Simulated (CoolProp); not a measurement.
The numbers come from the reference Helmholtz-energy equation of state, Bücker 2006 in CoolProp.

Q: Give the vapour pressure (MPa), liquid density (kg/m³), vapour density (kg/m³), liquid cp (kJ/(kg K)) of saturated isobutane at 351.6, 364.6, 367.9 K.

A: 
| T (K) | p (MPa) | liquid density (kg/m³) | vapour density (kg/m³) | liquid cp (kJ/(kg K)) |
|---|---|---|---|---|
| 351.6 | 1.30 | 473 | 34.5 | 2.92 |
| 364.6 | 1.69 | 448 | 46.5 | 3.14 |
| 367.9 | 1.80 | 441 | 50.1 | 3.21 |
